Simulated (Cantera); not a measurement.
An isothermal, constant-pressure homogeneous reactor starts with 15.9 % CH4, 84.1 % N2, at 1900 K and 1.01 bar.

Computed with Cantera and GRI-Mech 3.0 (53 species, 325 reactions). GRI-Mech 3.0 stops at C3 and has no aromatics, soot or wall deposition, so with more carbon than oxygen in the feed, carbon stays in small species such as C2H2 where larger ones or solid carbon would form.

x: mole fraction; the columns are a selection and need not sum to one.

```
t (s)        x CH4    x H2       x H    x C2H4    x CH2     x CH3
--------  --------  ------  --------  --------  -------  --------
0.000400    0.0898  0.0802  0.000155   0.00720      [?]   0.00294
0.000872    0.0574   0.128  0.000215   0.00213      [?]   0.00181
0.00190     0.0326   0.162  0.000267  0.000669      [?]   0.00104
0.00414     0.0164   0.183  0.000308  0.000274      [?]  0.000544
0.00902    0.00769   0.195  0.000335  0.000185      [?]  0.000262
0.0197     0.00352   0.200  0.000349  0.000170      [?]  0.000122
0.0428     0.00166   0.203  0.000355  0.000169      [?]   5.81e-5
0.0934    0.000921   0.204  0.000358  0.000169      [?]   3.23e-5
0.203     0.000714   0.204  0.000359  0.000170  5.34e-8   2.50e-5
0.443     0.000696   0.204  0.000359  0.000170  5.20e-8   2.44e-5
0.966     0.000696   0.204  0.000359  0.000170  5.20e-8   2.44e-5
2.11      0.000695   0.204  0.000359  0.000170  5.20e-8   2.44e-5
4.59      0.000695   0.204  0.000359  0.000170  5.19e-8   2.44e-5
10.0      0.000695   0.204  0.000359  0.000169  5.19e-8   2.43e-5
```

Q: Some entries are withheld; supply them.

A: 
- 0.000400, x CH2: 4.41e-6
- 0.000872, x CH2: 2.83e-6
- 0.00190, x CH2: 1.78e-6
- 0.00414, x CH2: 1.02e-6
- 0.00902, x CH2: 5.22e-7
- 0.0197, x CH2: 2.52e-7
- 0.0428, x CH2: 1.22e-7
- 0.0934, x CH2: 6.86e-8
